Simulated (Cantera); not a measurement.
An isothermal, constant-pressure homogeneous reactor starts with C2H6 : N2 = 1 : 99 (molar parts), at 1000 K and 101000 Pa. Integrator tolerance rtol = 1e-08.

Computed with Cantera and GRI-Mech 3.0 (53 species, 325 reactions). GRI-Mech 3.0 stops at C3 and has no aromatics, soot or wall deposition, so with more carbon than oxygen in the feed, carbon stays in small species such as C2H2 where larger ones or solid carbon would form.

Problem. What does this change do: N2 99 to 290 parts?

Solution. 
```csv
quantity,before,after
x(C2H6) at 4.00 s,0.00281 (gas-phase equilibrium 6.99e-6),0.00105 (gas-phase equilibrium 8.54e-7)
x(CH3) at 4.00 s,3.13e-8 (gas-phase equilibrium 7.80e-9),2.77e-8 (gas-phase equilibrium 2.73e-9)
x(HCN) at 4.00 s,<1e-12 (gas-phase equilibrium 0.00616),<1e-12 (gas-phase equilibrium 0.00311)
x(C2H) at 4.00 s,<1e-12 (gas-phase equilibrium <1e-12),<1e-12 (gas-phase equilibrium <1e-12)
x(C2H2) at 4.00 s,0.000237 (gas-phase equilibrium 0.000594),0.000105 (gas-phase equilibrium 0.000150)
x(CH4) at 4.00 s,0.000210 (gas-phase equilibrium 0.0107),6.28e-5 (gas-phase equilibrium 0.00312)
x(CH2) at 4.00 s,<1e-12 (gas-phase equilibrium <1e-12),<1e-12 (gas-phase equilibrium <1e-12)
```
